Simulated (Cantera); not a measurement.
**Silicon nitride deposition: Si2Cl6 + N2**

A closed system holds: 1 mol Si2Cl6, 3.9 mol N2, equilibrated at 750 K and 750 Torr.

Method: chemical equilibrium by Gibbs-energy minimisation in Cantera with the NASA 1993 tables (ideal gas, pure condensed phases). Candidate condensed phases: Si, Si3N4; 13 gas species. The feed counts by its element totals alone. N2 is the only nitrogen source here; it is nearly inert below about 1500 K, so the nitride shown seldom forms there in practice. Rates play no part.

```yaml
x(N2): 0.704
x(SiCl4): 0.296
n(Si3N4(s)): 0.167 mol
gas_amount: 5.067 mol
log10 activity of Si(s) (absent): -11.43
```
